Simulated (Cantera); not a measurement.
Charge: 1 mol MgCO3, 0.6 mol SO3, 1.3 mol O2, 0.39 mol SO2, equilibrated at 1.10 bar.

Equilibrium computed with Cantera from the NASA thermochemical tables; the gas is ideal and each condensed phase is pure. Candidate condensed phases: C, Mg, MgCO3, MgO, MgS, MgSO4, S; 26 gas species. Mutual solubility and eutectic melting of coexisting phases are not modelled. Equilibrium is a limit: real reactors are often held back by kinetics, nucleation or transport. All values below are at 1100 K.

Base state: O2 0.525, CO2 0.475, SO2 0.000201, SO3 9.50e-5 (mole fractions); condensed: MgO(s) + MgSO4(s).

Q: What changes in the equilibrium state with this change: pressure from 1.10 bar to 0.0100 bar?

A: 
```csv
species,before,after
O2,0.525,0.447
CO2,0.475,0.291
SO2,0.000201,0.251
SO3,9.50e-5,0.0105
"MgO(s), mol",0.0106,0.909
"MgSO4(s), mol",0.989,0.0913
```
